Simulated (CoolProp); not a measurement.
Vapour-liquid equilibrium of n-heptane (1) + n-dodecane (2) at 0.00105 MPa; x and y are mole fractions of (1).

Model: multi-fluid Helmholtz-energy mixture model, Span 2003 and Lemmon 2004; pair parameters Bell 2016, in CoolProp.

```tsv
x	bubble temperature, mixture model (K)	bubble temperature, Raoult's law (K)	y, mixture model	y, Raoult's law
0.05	…	323.0	…	0.894
0.15	299.8	300.6	…	0.982
0.25	…	290.8	0.994	0.993
0.35	283.1	284.7	0.997	0.997
0.45	278.9	280.3	0.998	0.998
0.55	…	276.9	0.999	0.999
0.65	…	274.1	0.999	0.999
0.75	…	271.8	1.000	1.000
0.85	269.6	269.8	1.000	1.000
0.95	268.1	268.1	1.000	1.000
```

### Question
What belongs in the gaps?

### Answer

- 0.05, bubble temperature, mixture model (K): 323.6
- 0.05, y, mixture model: 0.890
- 0.15, y, mixture model: 0.983
- 0.25, bubble temperature, mixture model (K): 289.4
- 0.55, bubble temperature, mixture model (K): 275.8
- 0.65, bubble temperature, mixture model (K): 273.4
- 0.75, bubble temperature, mixture model (K): 271.4

The largest gap from Raoult's law is -1.6 K in bubble temperature, at x = 0.35. No azeotrope shows between x = 0.05 and 0.95.

The pair parameters rest on a limited set of measurements; away from them the model extrapolates. The gap from Raoult's law changes sign with composition, which may be real or a fault of the pair parameters; it wasn't checked against measurements.
